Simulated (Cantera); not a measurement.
## Equilibrium for silicon oxide and oxynitride deposition: HMDSO + CO2

Input: 1 mol HMDSO, 0.87 mol CO2, at 13.3 mbar.

Equilibrium computed with Cantera from the NASA thermochemical tables; the gas is ideal and each condensed phase is pure. Candidate condensed phases: C, C6H6, C7H8, C8H18, H2O, Si, SiC, SiO2; 123 gas species. The feed counts by its element totals alone. Mutual solubility and eutectic melting of coexisting phases are not modelled. The tables hold silica as quartz up to 1696 K and as liquid above; real silica turns to tridymite and cristobalite and melts near 1996 K. Kinetics and transport are ignored.

```csv
T (K),log p H2,log p CH4,log p CO,log p SiO,log p H,n C(graphite),n SiC(s),n SiO2(α-quartz),n SiO2(β-quartz)
698,-1.92,-2.89,-13.82,<-13,<-13,5.45,0.630,1.37,0
748,-1.89,-3.27,-12.28,<-13,-13.49,5.89,0.630,1.37,0
798,-1.88,-3.62,-10.94,<-13,-12.52,6.08,0.630,1.37,0
848,-1.88,-3.95,-9.76,<-13,-11.66,6.17,0.630,0,1.37
898,-1.88,-4.25,-8.71,-13.27,-10.90,6.20,0.630,0,1.37
948,-1.88,-4.52,-7.78,-12.09,-10.22,6.22,0.630,0,1.37
998,-1.88,-4.76,-6.94,-11.03,-9.61,6.23,0.630,0,1.37
1048,-1.88,-4.98,-6.18,-10.07,-9.05,6.23,0.630,0,1.37
1098,-1.88,-5.19,-5.49,-9.20,-8.54,6.23,0.631,0,1.37
1148,-1.88,-5.37,-4.86,-8.41,-8.08,6.22,0.635,0,1.37
1198,-1.88,-5.55,-4.29,-7.68,-7.66,6.19,0.648,0,1.35
1248,-1.88,-5.71,-3.76,-7.02,-7.27,6.06,0.690,0,1.31
1298,-1.89,-5.88,-3.27,-6.41,-6.92,5.68,0.818,0,1.18
```
log p: log10 of the partial pressure in bar; n: condensed amount in mol.

From 698 K to 798 K the condensed part is C(graphite) + SiC(s) + SiO2(α-quartz). From 848 K to 1298 K the condensed part is C(graphite) + SiC(s) + SiO2(β-quartz).
